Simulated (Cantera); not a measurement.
What does this Cantera script print?

```python
import numpy as np
import cantera as ct

gas_names = """
    ZrO2 H H2O
""".split()
cond_names = """
    Zr(a) Zr(b) Zr(L)
""".split()


def load(file, names, dense=False):
    # The tables refer to 1 bar. Condensed volumes are neglected.
    table = {s.name: s for s in ct.Species.list_from_file(file)}
    out = []
    for n in names:
        d = dict(table[n].input_data)
        d["thermo"] = dict(d["thermo"], **{"reference-pressure": 1e5})
        if dense:
            d["equation-of-state"] = {"model": "constant-volume", "density": "1e6 g/cm^3"}
        out.append(ct.Species.from_dict(d))
    return out


species = {s.name: s for s in load("nasa_gas.yaml", gas_names) + load("nasa_condensed.yaml", cond_names)}
# Each term lists the table entries of one substance; the one whose range holds T is used.
reactions = {
    'ZrO2(g) + 4 H(g) = 2 H2O(g) + Zr':
        [(-1, ['ZrO2']), (-4, ['H']), (2, ['H2O']), (1, ['Zr(a)', 'Zr(b)', 'Zr(L)'])],
}


def pick(names, T):
    return next(species[n] for n in names if species[n].thermo.min_temp <= T <= species[n].thermo.max_temp)


results = []
for label, terms in reactions.items():
    print(label)
    print("     T/K   dH/kJ  dS/(J/K)   dG/kJ   log10 K")
    for T in [373, 423, 473, 523, 573, 623]:
        used = [(nu, pick(names, T)) for nu, names in terms]
        dH = sum(nu * s.thermo.h(T) for nu, s in used) / 1e6
        dS = sum(nu * s.thermo.s(T) for nu, s in used) / 1e3
        dG = dH - T * dS / 1e3
        logK = -dG * 1e6 / (ct.gas_constant * T * np.log(10))
        results.append((label, T, dH, dS, dG, logK, [s.name for _, s in used]))
        print(f"{T:8g} {dH:8.1f} {dS:8.1f} {dG:8.1f} {logK:8.2f}")
```

Output:

```
ZrO2(g) + 4 H(g) = 2 H2O(g) + Zr
     T/K   dH/kJ  dS/(J/K)   dG/kJ   log10 K
     373  -1072.3   -324.5   -951.2   133.21
     423  -1074.2   -329.3   -934.9   115.44
     473  -1076.1   -333.5   -918.3   101.41
     523  -1078.0   -337.3   -901.5    90.04
     573  -1079.8   -340.7   -884.6    80.64
     623  -1081.7   -343.8   -867.5    72.73
```

Standard-state values (1 bar) from the NASA 1993 polynomials, evaluated with Cantera. Condensed species are held in their standard states even where they would react or evaporate.
